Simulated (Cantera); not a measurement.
A closed system holds: 1 mol Pb, 0.07 mol CO, 0.32 mol N₂, held at 4.50 Torr.

Method: chemical equilibrium by Gibbs-energy minimisation in Cantera with the NASA 1993 tables (ideal gas, pure condensed phases). Candidate condensed phases: C, Pb, PbO, PbO₂, Pb₃O₄; 27 gas species. Equilibrium is a limit: real reactors are often held back by kinetics, nucleation or transport.

x: gas mole fraction; n: condensed amount in mol.

```tsv
T (K)	x N₂	x Pb	x CO	x CO₂	n C(graphite)	n Pb(l)
973	0.819	0.00146	0.179	0.000193	7.52e-5	0.999
1023	0.817	0.00444	0.179	6.84e-5	2.68e-5	0.998
1073	0.811	0.0122	0.177	2.65e-5	1.05e-5	0.995
1123	0.796	___	0.174	___	0	0.988
1173	0.763	___	0.167	___	0	0.971
1223	0.696	0.151	0.152	1.92e-6	0	0.930
1273	0.569	0.306	0.125	6.69e-7	0	0.828
1323	0.340	0.586	0.0743	1.31e-7	0	0.448
1373	0.230	0.719	0.0504	3.46e-8	0	0
```

Question: Complete the blanks.

Answer: 
- 1173, x Pb: 0.0703
- 1173, x CO₂: 4.66e-6
- 1123, x Pb: 0.0305
- 1123, x CO₂: 1.10e-5
